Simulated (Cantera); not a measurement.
A perfectly stirred reactor is fed with CH₄ : CO₂ : H₂ = 1 : 2.5 : 0.1 (molar parts), at 1.00 bar; it is held at 1825 K, and followed from long to short residence time.

Detailed kinetics in Cantera: GRI-Mech 3.0 (53 species, 325 reactions).

One state of this run: x CH₄ = 0.0681; x CO₂ = 0.384; x H₂ = 0.107; x C₂H₆ = 0.000155; x CO = 0.208; x H₂O = 0.163. x: mole fraction; the columns are a selection and need not sum to one.

### Question
Which value of τ (s) does it belong to?
A) 1.0
B) 0.024
C) 0.0069
D) 13

### Answer
C, 0.0069
